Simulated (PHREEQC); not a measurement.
Make-up at 30 °C: 0.019 mol/kgw HCl. Closed to the air; pH follows from the charge balance.

The numbers come from PHREEQC with the ion-association model, phreeqc.dat.

This is a speciation only: nothing precipitates in the calculation.

What pH, specific conductance does the model give?

pH 1.77; specific conductance 8220 µS/cm.

Species that the database lacks are ignored.
